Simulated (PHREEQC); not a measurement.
Consider water at 25 °C with 0.042 mol/kgw K2CO3, 0.00105 mol/kgw Fe(NO3)3 and 0.0039 mol/kgw CO2. Closed to the air; pH follows from the charge balance.

Equilibrium calculation in PHREEQC: ion-association model, wateq4f.dat.

The pH comes out as 10.44 and the ionic strength is 0.118 mol/kgw. The total alkalinity comes out as 81.9 meq/kg.

| species | molality | activity | log γ |
|---|---|---|---|
| K+ | 0.0840 | 0.0632 | -0.124 |
| CO3-2 | 0.0336 | 0.0123 | -0.435 |
| HCO3- | 0.0123 | 0.00960 | -0.109 |
| NO3- | 0.00315 | 0.00233 | -0.131 |
| Fe(OH)4- | 0.00102 | 0.000793 | -0.109 |
| OH- | 0.000365 | 0.000273 | -0.125 |
| Fe(OH)3 | 3.10e-5 | 3.18e-5 | 0.012 |
| CO2 | 7.69e-7 | 7.90e-7 | 0.012 |
| Fe(OH)2+ | 1.16e-8 | 9.05e-9 | -0.109 |

No solid was allowed to form. Saturation is exceeded, for instance for Fe(OH)3(a), Hematite (slow to form); the values hold only as long as no solid forms. Complexes and solids missing from the database can't appear.
